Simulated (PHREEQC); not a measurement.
A solution holds 0.0089 mol NH4Cl, 0.0049 mol Na2B4O7 and 8.1e-05 mol NaCl per kg of water, at 15 °C. Closed to the air; pH follows from the charge balance.

Model: ion-association model, phreeqc.dat, run in PHREEQC.

The pH is 9.09, the ionic strength is 0.0168 mol/kgw and the total alkalinity is 9.80 meq/kg.

```
species  molality  activity   log γ
-------  --------  --------  ------
H3BO3      0.0118    0.0118   0.002
Na+       0.00988   0.00873  -0.054
Cl-       0.00898   0.00789  -0.056
H2BO3-    0.00779   0.00687  -0.055
NH4+      0.00690   0.00603  -0.059
NH3       0.00200   0.00201   0.002
OH-       6.28e-6   5.51e-6  -0.057
```

No solid was allowed to form. Complexes and solids missing from the database can't appear.
